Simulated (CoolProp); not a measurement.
Ethylene at 298.15 K and 6.11 MPa is throttled through a valve to 0.549 MPa with no heat exchange. Each further row changes one setting.

Values from CoolProp's reference Helmholtz-energy equation of state, Smukala 2000.

```json
[
 {"case": "as stated", "temperature change (K)": "-93.5", "final phase": "two-phase, vapour fraction 0.962", "final density (kg/m³)": "10.5"},
 {"case": "outlet pressure 0.165 MPa", "temperature change (K)": "-116.6", "final phase": "gas", "final density (kg/m³)": "3.21"},
 {"case": "outlet pressure 0.714 MPa", "temperature change (K)": "-86.5", "final phase": "two-phase, vapour fraction 0.951", "final density (kg/m³)": "13.7"}
]
```
